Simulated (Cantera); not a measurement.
A closed system holds: 1 mol SiCl4, 11 mol H2, equilibrated at 1275 K.

These are equilibrium values from Cantera (NASA tables, ideal gas, pure condensed phases), not measurements of a reactor. Candidate condensed phases: Si; 19 gas species. Equilibrium is a limit: real reactors are often held back by kinetics, nucleation or transport.

**Question.** Which condensed phases are stable at each of these points (P (Pa)): 100, 220, 460, 1000, 2200, 4600, 10000, 22000, 46000, 100000?

**Answer.** 
```csv
P (Pa),condensed phases,Si condensed (%)
100,gas only,0.0
220,Si(s),0.8
460,Si(s),2.0
1000,Si(s),3.4
2200,Si(s),4.7
4600,Si(s),5.3
10000,Si(s),5.3
22000,Si(s),4.3
46000,Si(s),2.5
100000,Si(s),0.0
```

At 1.00 mbar nothing is condensed. From 2.20 mbar to 1.00 bar the condensed part is Si(s).
